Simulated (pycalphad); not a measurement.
# Effect of Si content in Mg-Si-Al

Computed with pycalphad from the COST 507 light-alloy database (1999), at 1 atm. The data set is of 1999 and partly superseded. Amounts are mole fractions of atoms.

```tsv
alloy	liquidus (°C)	first solid	solidus (°C)	phases at 327 °C
Mg-1.92Si-89.2Al (at.%)	611	fcc	572	fcc 0.94, MG2SI 0.06
Mg-3.85Si-89.2Al (at.%)	609	fcc	573	fcc 0.89, MG2SI 0.10, diamond (Si) under 0.01
Mg-5.77Si-89.2Al (at.%)	606	fcc	557	fcc 0.89, MG2SI 0.07, diamond (Si) 0.03
Mg-7.7Si-89.2Al (at.%)	600	fcc	557	fcc 0.89, diamond (Si) 0.06, MG2SI 0.05
```

Database names, with the compositions (at.%) that they take in these runs: MG2SI: Mg 67 Si 33.
